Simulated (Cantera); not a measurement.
What does this Cantera script print?

```python
import numpy as np
import cantera as ct

gas_names = """
    AL ALH ALN ALO ALOH ALO2 ALO2H AL2 AL2O AL2O2 H HALO HNO HNO2 HNO3 HO2 H2 H2O H2O2 N NH NH2 NH3
    NH2OH NO NO2 NO3 N2 N2H2 N2H4 N2O O OH O2 O3
""".split()
cond_names = """
    AL(cr) AL(L) ALN(s) AL2O3(a) AL2O3(L) H2O(s) H2O(L)
""".split()


# ... load() reads the species with a 1 bar reference pressure and builds the phases ...
atoms = {
    'Al': {'AL': 1},
    'H2O': {'H': 2, 'O': 1},
    'N2': {'N': 2},
}
top_T = {'ALN(s)': 2750}  # K; cautious upper limits of use, not melting points


# ... equilibrate(T, P, feed) seeds the gas with the atoms and calls Mixture.equilibrate('TP', solver="vcs", rtol=1e-11, max_steps=5000) ...
results = []
feed = {'Al': 1, 'H2O': 38, 'N2': 2}  # mol
P = 110  # Pa
for T in [1375, 1450, 1525, 1600, 1675, 1750, 1825]:
    mix = equilibrate(T, P, feed)
    results.append((T, P, feed, dict(zip(mix.species_names, mix.species_moles))))
    x = sorted(zip(gas.X, gas.species_names), reverse=True)
    print(f"T = {T:g} K  P = {P:g} Pa  gas = {mix.phase_moles(0):.4g} mol")
    print("   x: " + "  ".join(f"{s} {v:.3e}" for v, s in x if v > 0.0001))
    print("   condensed (mol): " + ("  ".join(f"{mix.phase(i).name} {mix.phase_moles(i):.4g}"
          for i in range(1, mix.n_phases) if mix.phase_moles(i) > 1e-12) or "none"))
```

It prints:

```
T = 1375 K  P = 110 Pa  gas = 40 mol
   x: H2O 9.125e-01  N2 5.000e-02  H2 3.749e-02
   condensed (mol): AL2O3(a) 0.5
T = 1450 K  P = 110 Pa  gas = 40 mol
   x: H2O 9.124e-01  N2 5.000e-02  H2 3.749e-02
   condensed (mol): AL2O3(a) 0.5
T = 1525 K  P = 110 Pa  gas = 40.01 mol
   x: H2O 9.123e-01  N2 4.999e-02  H2 3.749e-02  H 1.381e-04  OH 1.043e-04
   condensed (mol): AL2O3(a) 0.5
T = 1600 K  P = 110 Pa  gas = 40.01 mol
   x: H2O 9.118e-01  N2 4.998e-02  H2 3.753e-02  H 3.176e-04  OH 3.021e-04
   condensed (mol): AL2O3(a) 0.5
T = 1675 K  P = 110 Pa  gas = 40.04 mol
   x: H2O 9.106e-01  N2 4.995e-02  H2 3.780e-02  OH 7.931e-04  H 6.806e-04  O2 1.254e-04
   condensed (mol): AL2O3(a) 0.5
T = 1750 K  P = 110 Pa  gas = 40.09 mol
   x: H2O 9.073e-01  N2 4.986e-02  H2 3.887e-02  OH 1.892e-03  H 1.383e-03  O2 5.513e-04
   condensed (mol): AL2O3(a) 0.5
T = 1825 K  P = 110 Pa  gas = 40.22 mol
   x: H2O 8.992e-01  N2 4.967e-02  H2 4.209e-02  OH 4.069e-03  H 2.724e-03  O2 1.906e-03  O 2.023e-04  NO 1.081e-04
   condensed (mol): AL2O3(a) 0.5
```

Method: chemical equilibrium by Gibbs-energy minimisation in Cantera with the NASA 1993 tables (ideal gas, pure condensed phases).
